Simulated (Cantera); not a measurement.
## Premixed flame

A freely propagating, adiabatic, planar premixed flame of 4.75 % CH4, 0.299 % C2H6, 1.23 % C3H8, 19.7 % O2, 74.1 % N2, equivalence ratio 0.85, unburnt at 423 K and 3750 Torr; multicomponent transport, grid criteria slope 0.08 and curve 0.16, no radiation.

Cantera simulation using GRI-Mech 3.0 (53 species, 325 reactions); the numbers are that mechanism's predictions, not measurements. GRI-Mech 3.0 was tuned for natural gas; its chemistry of propane as a main component is partial and can be far from experiment. Burning velocities carry a grid error of a few per cent, more on coarse grids.

| z (mm) | T (K) | u (m/s) | x CH4 | x C2H6 | x C3H8 | x CH2O | x H2O | x O |
|---|---|---|---|---|---|---|---|---|
| -0.362 | 423 | 0.363 | 0.0474 | 0.00299 | 0.0123 | 1.70e-7 | 6.25e-5 | <1e-8 |
| -0.241 | 426 | 0.366 | 0.0473 | 0.00299 | 0.0123 | 2.49e-6 | 0.000531 | <1e-8 |
| -0.181 | 440 | 0.378 | 0.0468 | 0.00298 | 0.0123 | 1.84e-5 | 0.00239 | <1e-8 |
| -0.121 | 522 | 0.451 | 0.0441 | 0.00291 | 0.0121 | 0.000169 | 0.0123 | <1e-8 |
| -0.0603 | 938 | 0.822 | 0.0308 | 0.00226 | 0.00878 | 0.00126 | 0.0542 | 4.46e-7 |
| -0.0301 | 1338 | 1.19 | 0.0174 | 0.00127 | 0.00316 | 0.00153 | 0.0911 | 2.39e-5 |
| 0 | 1732 | 1.54 | 0.00388 | 8.82e-5 | 5.75e-5 | 0.000504 | 0.125 | 0.000486 |
| 0.0301 | 1910 | 1.69 | 0.000177 | 1.17e-7 | <1e-8 | 3.93e-5 | 0.138 | 0.00169 |
| 0.0603 | 1987 | 1.75 | 4.07e-6 | <1e-8 | <1e-8 | 1.12e-6 | 0.141 | 0.00184 |
| 0.121 | 2070 | 1.82 | <1e-8 | <1e-8 | <1e-8 | <1e-8 | 0.144 | 0.00130 |
| 0.241 | 2136 | 1.87 | <1e-8 | <1e-8 | <1e-8 | <1e-8 | 0.147 | 0.000666 |
| 0.482 | 2173 | 1.89 | <1e-8 | <1e-8 | <1e-8 | <1e-8 | 0.149 | 0.000318 |
| 0.965 | 2186 | 1.90 | <1e-8 | <1e-8 | <1e-8 | <1e-8 | 0.150 | 0.000209 |
x: mole fraction of selected species; z is measured from the peak of heat release.

* **laminar burning velocity**: 36.3 cm/s
* **thermal thickness**: 0.121 mm
* **peak x(CH2O)**: 0.00161
* **peak x(O)**: 0.00188
* **grid points**: 141
